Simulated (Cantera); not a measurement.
Input: 1 mol SiC, 0.051 mol C, 3.6 mol H₂, held at 82.0 Pa.

These are equilibrium values from Cantera (NASA tables, ideal gas, pure condensed phases), not measurements of a reactor. Candidate condensed phases: C, C₆H₆, C₇H₈, C₈H₁₈, Si, SiC; 99 gas species. Ions and electrons are included (thermal ionisation). Rates play no part. All values below are at 4727 °C.

Base state: H 0.762, C 0.111, Si 0.0848, e- 0.0211, Si+ 0.0210, C+ 2.18e-5, H₂ 1.15e-5 (mole fractions); condensed: gas only.

What changes in the equilibrium state with this change: 0.7 mol O₂ added?


```csv
species,before,after
H,0.762,0.691
O,0,0.0921
Si,0.0848,0.0759
C,0.111,0.0587
CO,0,0.0422
e-,0.0211,0.0199
Si+,0.0210,0.0199
SiO,0,0.000153
C+,2.18e-5,1.22e-5
H₂,1.15e-5,9.47e-6
```
Further candidate phases: H₂O, SiO₂.
